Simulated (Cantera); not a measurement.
Equilibrium for carbon deposition, reforming and gasification: C2H6 + NH3

Charge: 1 mol C2H6, 0.02 mol NH3, held at 275 °C and 1330 Pa.

Cantera equilibrium calculation (NASA polynomials, part measured and part estimated; ideal gas, pure solids and liquids). Candidate condensed phases: C, C6H6, C7H8, C8H18; 92 gas species. Rates play no part.

| Quantity | Result |
|---|---|
| x(CH4) | 0.662 |
| x(H2) | 0.332 |
| x(N2) | 0.00546 |
| x(NH3) | 2.07e-5 |
| n(C(graphite)) | 0.789 mol |
| gas amount | 1.829 mol |
